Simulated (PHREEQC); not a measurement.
# Copper plating or etch bath: an equilibrium model

Make-up at 60 °C: 0.12 mol CuCl2, 0.26 mol HCl and 5.3e-05 mol NaCl per kg of water. Closed to the air; pH follows from the charge balance.

Equilibrium calculation in PHREEQC: ion-association model, phreeqc.dat.

Each row changes one thing in this solution. No solid was allowed to form.

```tsv
case	pH	ionic strength (mol/kgw)	Cl- (mol/kgw)
as made	0.71	0.474	0.423
CuCl2 from 0.12 to 0.24 mol/kgw	0.71	0.658	0.570
NaCl left out	0.71	0.474	0.423
HCl replaced by (CH3)4NCl at the same molality	[?]	0.474	0.423
CuCl2 replaced by CaCl2 at the same molality	0.71	0.620	0.500
temperature from 60 to 25 °C	0.70	[?]	0.468
temperature from 60 to 30 °C	0.70	0.546	[?]
temperature from 60 to 10 °C	0.70	0.586	[?]
diluted 2-fold with water	0.99	0.254	[?]
```

Problem. Fill in the missing entries.

Solution. 
- HCl replaced by (CH3)4NCl at the same molality, pH: 4.04
- temperature from 60 to 25 °C, ionic strength (mol/kgw): 0.558
- temperature from 60 to 30 °C, Cl- (mol/kgw): 0.462
- temperature from 60 to 10 °C, Cl- (mol/kgw): 0.482
- diluted 2-fold with water, Cl- (mol/kgw): 0.221

Complexes and solids missing from the database can't appear. (CH3)4N+ isn't in the database: it is added as a free cation with an ion size of 4 Å. At this temperature some constants are extrapolated from 25 °C, and those without enthalpy data are left unchanged.
